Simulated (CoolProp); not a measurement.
Vapour pressure (MPa) of R134a: the reference equation beside estimates from Tc = 374.2 K, pc = 4.059 MPa, ω = 0.327. Clausius-Clapeyron is anchored at 233.4 K with a constant enthalpy of vaporisation of 23.03 kJ/mol.

Values from CoolProp's reference Helmholtz-energy equation of state, Tillner-Roth 1994.

```tsv
T (K)	reference	Lee-Kesler	Clausius-Clapeyron	van der Waals	Redlich-Kwong	Soave-Redlich-Kwong	Peng-Robinson
209.3	0.01231	0.01183	0.01323	0.2322	0.03819	___	0.01259
215.3	0.01826	0.01765	0.01913	0.2756	0.05275	0.01789	0.01857
221.4	0.02657	0.02582	0.02727	0.3250	0.07163	0.02609	0.02689
227.4	0.03752	0.03666	0.03794	0.3793	0.09487	0.03695	0.03782
233.4	0.05188	0.05095	0.05188	0.4395	0.1235	0.05123	0.05213
239.4	0.07037	0.06944	0.06986	0.5057	0.1581	0.06967	0.07053
245.4	0.09379	0.09294	0.09269	0.5783	0.1995	___	0.09382
251.4	0.1230	0.1223	___	0.6576	0.2484	0.1224	0.1228
257.5	0.1596	0.1593	0.1575	0.7452	0.3067	0.1592	0.1592
263.5	0.2034	0.2035	0.2013	0.8385	0.3730	0.2034	0.2028
269.5	0.2560	0.2567	0.2543	0.9392	0.4491	0.2565	0.2551
275.5	0.3186	0.3200	0.3181	1.047	0.5357	0.3199	0.3174
281.5	0.3922	0.3944	0.3942	1.163	0.6336	0.3946	0.3909
```

Q: Fill in the missing entries.

A: 
- 209.3, Soave-Redlich-Kwong: 0.01203
- 245.4, Soave-Redlich-Kwong: 0.09309
- 251.4, Clausius-Clapeyron: 0.1214

Absolute difference from the reference over all 13 rows, mean and median: Lee-Kesler 1.4 and 0.9 %, Clausius-Clapeyron 1.8 and 1.1 %, van der Waals 686.0 and 516.6 %, Redlich-Kwong 121.5 and 112.7 %, Soave-Redlich-Kwong 1.0 and 0.7 %, Peng-Robinson 0.7 and 0.4 %.
